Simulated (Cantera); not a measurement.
What does this Cantera script print?

```python
import numpy as np
import cantera as ct

gas_names = """
    O2 ZrO2 SiO B2O3
""".split()
cond_names = """
    V(cr) V(L) V2O4(I) V2O4(II) V2O4(L) Zr(a) Zr(b) Zr(L) Si(cr) Si(L) B(b) B(L) Pb(cr) Pb(L) PbO(rd)
    PbO(yw) PbO(L)
""".split()


# ... load() reads the species with a 1 bar reference pressure and builds the phases ...
species = {s.name: s for s in load("nasa_gas.yaml", gas_names) + load("nasa_condensed.yaml", cond_names)}
# Each term lists the table entries of one substance; the one whose range holds T is used.
reactions = {
    'V + O2(g) = 0.5 V2O4':
        [(-1, ['V(cr)', 'V(L)']), (-1, ['O2']), (0.5, ['V2O4(I)', 'V2O4(II)', 'V2O4(L)'])],
    'Zr + O2(g) = ZrO2(g)':
        [(-1, ['Zr(a)', 'Zr(b)', 'Zr(L)']), (-1, ['O2']), (1, ['ZrO2'])],
    '2 Si + O2(g) = 2 SiO(g)':
        [(-2, ['Si(cr)', 'Si(L)']), (-1, ['O2']), (2, ['SiO'])],
    '1.333 B + O2(g) = 0.6667 B2O3(g)':
        [(-1.3333333333333333, ['B(b)', 'B(L)']), (-1, ['O2']), (0.6666666666666666, ['B2O3'])],
    '2 Pb + O2(g) = 2 PbO':
        [(-2, ['Pb(cr)', 'Pb(L)']), (-1, ['O2']), (2, ['PbO(rd)', 'PbO(yw)', 'PbO(L)'])],
}


def pick(names, T):
    return next(species[n] for n in names if species[n].thermo.min_temp <= T <= species[n].thermo.max_temp)


results = []
for label, terms in reactions.items():
    print(label)
    print("     T/K   dH/kJ  dS/(J/K)   dG/kJ   log10 K")
    for T in [1375, 1475, 1575, 1675, 1775, 1875, 1975, 2075, 2175]:
        used = [(nu, pick(names, T)) for nu, names in terms]
        dH = sum(nu * s.thermo.h(T) for nu, s in used) / 1e6
        dS = sum(nu * s.thermo.s(T) for nu, s in used) / 1e3
        dG = dH - T * dS / 1e3
        logK = -dG * 1e6 / (ct.gas_constant * T * np.log(10))
        results.append((label, T, dH, dS, dG, logK, [s.name for _, s in used]))
        print(f"{T:8g} {dH:8.1f} {dS:8.1f} {dG:8.1f} {logK:8.2f}")
```

Output:

```
V + O2(g) = 0.5 V2O4
     T/K   dH/kJ  dS/(J/K)   dG/kJ   log10 K
    1375   -693.8   -148.9   -489.1    18.58
    1475   -692.4   -147.8   -474.3    16.80
    1575   -690.9   -146.9   -459.6    15.24
    1675   -689.5   -146.0   -444.9    13.87
    1775   -688.2   -145.3   -430.4    12.66
    1875   -629.9   -113.2   -417.7    11.64
    1975   -626.9   -111.7   -406.4    10.75
    2075   -624.2   -110.3   -395.3     9.95
    2175   -621.6   -109.1   -384.4     9.23
Zr + O2(g) = ZrO2(g)
     T/K   dH/kJ  dS/(J/K)   dG/kJ   log10 K
    1375   -298.5     14.9   -319.0    12.12
    1475   -299.3     14.3   -320.5    11.35
    1575   -300.3     13.7   -321.9    10.67
    1675   -301.3     13.1   -323.2    10.08
    1775   -302.4     12.4   -324.5     9.55
    1875   -303.7     11.8   -325.7     9.07
    1975   -305.0     11.1   -326.8     8.64
    2075   -306.5     10.3   -327.9     8.25
    2175   -329.3     -0.4   -328.4     7.89
2 Si + O2(g) = 2 SiO(g)
     T/K   dH/kJ  dS/(J/K)   dG/kJ   log10 K
    1375   -217.5    158.2   -435.1    16.53
    1475   -219.4    156.9   -450.8    15.97
    1575   -221.4    155.6   -466.5    15.47
    1675   -223.5    154.3   -482.0    15.03
    1775   -325.7     93.8   -492.3    14.49
    1875   -327.5     92.9   -501.6    13.97
    1975   -329.2     92.0   -510.9    13.51
    2075   -331.0     91.1   -520.0    13.09
    2175   -332.8     90.2   -529.1    12.71
1.333 B + O2(g) = 0.6667 B2O3(g)
     T/K   dH/kJ  dS/(J/K)   dG/kJ   log10 K
    1375   -561.2    -28.3   -522.3    19.84
    1475   -561.7    -28.7   -519.5    18.40
    1575   -562.3    -29.0   -516.6    17.13
    1675   -562.9    -29.4   -513.7    16.02
    1775   -563.5    -29.8   -510.7    15.03
    1875   -564.2    -30.1   -507.7    14.14
    1975   -564.9    -30.5   -504.7    13.35
    2075   -565.7    -30.9   -501.6    12.63
    2175   -566.5    -31.3   -498.5    11.97
2 Pb + O2(g) = 2 PbO
     T/K   dH/kJ  dS/(J/K)   dG/kJ   log10 K
    1375   -372.9   -143.5   -175.7     6.67
    1475   -369.3   -140.9   -161.5     5.72
    1575   -365.6   -138.5   -147.5     4.89
    1675   -362.0   -136.3   -133.8     4.17
    1775   -358.4   -134.2   -120.2     3.54
    1875   -354.9   -132.2   -106.9     2.98
    1975   -351.3   -130.4    -93.8     2.48
    2075   -347.9   -128.7    -80.8     2.03
    2175   -344.4   -127.1    -68.0     1.63
```

Cantera with NASA thermochemical tables; ideal gases at 1 bar, condensed phases pure. Condensed species are held in their standard states even where they would react or evaporate.
